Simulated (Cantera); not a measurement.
Feed: 1 mol Ti, 1.8 mol H₂O, 1.1 mol CO, equilibrated at 1475 °C and 0.000230 bar.

Cantera equilibrium calculation (NASA polynomials, part measured and part estimated; ideal gas, pure solids and liquids). Candidate condensed phases: C, C₆H₆, C₇H₈, C₈H₁₈, H₂O, Ti, TiC, TiO, TiO₂, Ti₂O₃, Ti₃O₅, Ti₄O₇; 113 gas species. Mutual solubility and eutectic melting of coexisting phases are not modelled. Condensed phases not in the tables: Magnéli phases beyond Ti₄O₇. Equilibrium is a limit: real reactors are often held back by kinetics, nucleation or transport.

Base state: H₂ 0.594, CO 0.374, H₂O 0.0168, H 0.0116, CO₂ 0.00293, OH 1.92e-5 (mole fractions); condensed: Ti₃O₅(s) + Ti₄O₇(s).

Problem. What changes in the equilibrium state with this change: pressure from 0.000230 bar to 2.80 bar?

Solution. 
| species | before | after |
|---|---|---|
| H₂ | 0.594 | 0.604 |
| CO | 0.374 | 0.376 |
| H₂O | 0.0168 | 0.0171 |
| H | 0.0116 | 0.000106 |
| CH₄ | <1e-9 | 1.30e-5 |
| OH | 1.92e-5 | 1.75e-7 |
| CO₂ | 0.00293 | 0.00295 |
| Ti₃O₅(s), mol | 0.0308 | 0.0323 |
| Ti₄O₇(s), mol | 0.227 | 0.226 |

Problem. What changes in the equilibrium state with this change: H₂O from 1.8 to 8.3 mol?

Solution. 
```json
[
 {"species": "H₂O", "before": "0.0168", "after": "0.619"},
 {"species": "H₂", "before": "0.594", "after": "0.255"},
 {"species": "CO", "before": "0.374", "after": "0.0697"},
 {"species": "CO₂", "before": "0.00293", "after": "0.0468"},
 {"species": "H", "before": "0.0116", "after": "0.00761"},
 {"species": "O₂", "before": "3.73e-9", "after": "2.73e-5"},
 {"species": "O", "before": "2.95e-7", "after": "2.53e-5"},
 {"species": "Ti₃O₅(s), mol", "before": "0.0308", "after": "0"},
 {"species": "Ti₄O₇(s), mol", "before": "0.227", "after": "0"},
 {"species": "TiO₂(rutile), mol", "before": "0", "after": "1.000"}
]
```
